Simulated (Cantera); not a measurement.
A closed system holds: 1 mol CH3Cl, 2.5 mol H2, at 698 K and 97.0 mbar.

These are equilibrium values from Cantera (NASA tables, ideal gas, pure condensed phases), not measurements of a reactor. Candidate condensed phases: C, C6H6, C7H8, C8H18; 91 gas species. The numbers say what is thermodynamically allowed, not how fast it happens.

Base state: H2 0.507, HCl 0.271, CH4 0.221 (mole fractions); condensed: C(graphite).

Problem. What changes in the equilibrium state with this change: temperature from 698 K to 773.15 K?

Solution. 
```
species           before   after
----------------  ------  ------
H2                 0.507   0.667
HCl                0.271   0.242
CH4                0.221  0.0910
C(graphite), mol   0.184   0.625
```

Problem. What changes in the equilibrium state with this change: CH3Cl replaced by CCl4?

Solution. 
```json
[
 {"species": "HCl", "before": "0.271", "after": "0.896"},
 {"species": "H2", "before": "0.507", "after": "0.0961"},
 {"species": "CH4", "before": "0.221", "after": "0.00795"},
 {"species": "C(graphite), mol", "before": "0.184", "after": "0.965"}
]
```
